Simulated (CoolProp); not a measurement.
Vapour-liquid equilibrium of carbon dioxide (1) + CHF3 (R23) (2) at -16.55 °C; x and y are mole fractions of (1).

Model: multi-fluid Helmholtz-energy mixture model, Span 1996 and Penoncello 2003; pair parameters Bell 2016, in CoolProp.

| x | bubble pressure, mixture model (kPa) | bubble pressure, Raoult's law (kPa) | y, mixture model | y, Raoult's law |
|---|---|---|---|---|
| 0.05 | 1594 | 1584 | 0.068 | 0.069 |
| 0.125 | 1658 | 1631 | 0.164 | 0.168 |
| 0.2 | 1720 | 1679 | 0.255 | 0.261 |
| 0.275 | 1780 | 1727 | 0.339 | 0.348 |
| 0.35 | 1838 | 1774 | 0.419 | 0.431 |
| 0.425 | 1893 | 1822 | 0.494 | 0.510 |
| 0.5 | 1944 | 1870 | 0.565 | 0.585 |
| 0.575 | 1992 | 1917 | 0.633 | 0.656 |
| 0.65 | 2037 | 1965 | 0.699 | 0.724 |
| 0.725 | 2077 | 2013 | 0.763 | 0.788 |
| 0.8 | 2114 | 2060 | 0.827 | 0.849 |
| 0.875 | 2146 | 2108 | 0.890 | 0.908 |
| 0.95 | 2172 | 2156 | 0.955 | 0.964 |

The largest gap from Raoult's law is +4.0 % in bubble pressure, at x = 0.5. No azeotrope shows between x = 0.05 and 0.95.

The pair parameters rest on a limited set of measurements; away from them the model extrapolates.
